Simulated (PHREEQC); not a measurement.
Solution (20 °C): 130 mmol/kgw H3BO3, 0.062 mmol/kgw NaOH and 140 mmol/kgw LiCl. Closed to the air; pH follows from the charge balance.

Computed with PHREEQC (ion-association model, phreeqc.dat).

Each row changes one thing in this solution. This is a speciation only: nothing precipitates in the calculation.

```csv
case,pH,ionic strength (mol/kgw),H2BO3- (mol/kgw)
as made,5.84,0.140,6.38e-5
temperature from 20 to 80 °C,5.44,0.140,6.65e-5
0.11 mol/kgw H2SO4 added,0.96,0.300,?
NaOH from 6.2e-05 to 6.82e-05 mol/kgw,5.88,0.140,6.98e-5
temperature from 20 to 40 °C,5.69,0.140,?
LiCl left out,5.96,6.31e-5,6.31e-5
LiCl from 0.14 to 0.028 mol/kgw,5.90,0.0281,6.34e-5
diluted 10-fold with water,5.98,0.0140,7.35e-6
```

Q: Complete the blanks.

A: 
- 0.11 mol/kgw H2SO4 added, H2BO3- (mol/kgw): 9.14e-10
- temperature from 20 to 40 °C, H2BO3- (mol/kgw): 6.45e-5

Complexes and solids missing from the database can't appear. Away from 25 °C the constants follow the database's enthalpies or fits; those with neither stay at their 25 °C values.
